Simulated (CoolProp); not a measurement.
R1233zd(E) along the isotherm 264.2 K: Z from the reference equation and from simpler models built on Tc = 438.9 K, pc = 3.583 MPa, ω = 0.304; each cubic takes its own stable root.

Model: reference Helmholtz-energy equation of state, Akasaka 2022, in CoolProp.

```csv
p (MPa),phase,reference
0.138,liquid,0.006111
0.276,liquid,0.01222
0.413,liquid,0.01828
0.551,liquid,0.02438
0.689,liquid,0.03048
0.827,liquid,0.03658
0.965,liquid,0.04267
1.1,liquid,0.04863
1.24,liquid,0.05481
1.38,liquid,0.06099
1.52,liquid,0.06716
1.65,liquid,0.07289
1.79,liquid,0.07906
```

Problem. How far does each simpler model (Redlich-Kwong, Soave-Redlich-Kwong, Peng-Robinson) lie from the reference over these 13 states: mean and median of the absolute difference, and the worst?

Solution. 
- Redlich-Kwong: mean 15.4 %, median 15.4 %, worst +15.5 % at 264.2 K and 0.138 MPa
- Soave-Redlich-Kwong: mean 11.2 %, median 11.2 %, worst +11.3 % at 264.2 K and 0.138 MPa
- Peng-Robinson: mean 1.4 %, median 1.4 %, worst -1.4 % at 264.2 K and 1.79 MPa
